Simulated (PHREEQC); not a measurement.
Consider water at 70 °C with 0.19 mol CdSO4, 0.17 mol NaCl and 0.00026 mol HCl per kg of water. Closed to the air; pH follows from the charge balance.

Model: ion-association model, wateq4f.dat, run in PHREEQC.

Precipitation was switched off in this run.

**Question.** Order these Cl species by the share of Cl that they hold, largest first: Cl-, CdCl2, CdCl+, CdCl3-.

**Answer.** Cl- (45 %), CdCl+ (41 %), CdCl2 (12 %), CdCl3- (1.6 %)

**Question.** Order these Cd species by the share of Cd that they hold, largest first: Cd+2, CdCl+, Cd(SO4)2-2, CdSO4, CdCl2.

**Answer.** CdCl+ (37 %), CdSO4 (24 %), Cd+2 (19 %), Cd(SO4)2-2 (14 %), CdCl2 (5.5 %)

The pH is 4.49 and the ionic strength 0.439 mol/kgw. At this temperature some constants are extrapolated from 25 °C, and those without enthalpy data are left unchanged.
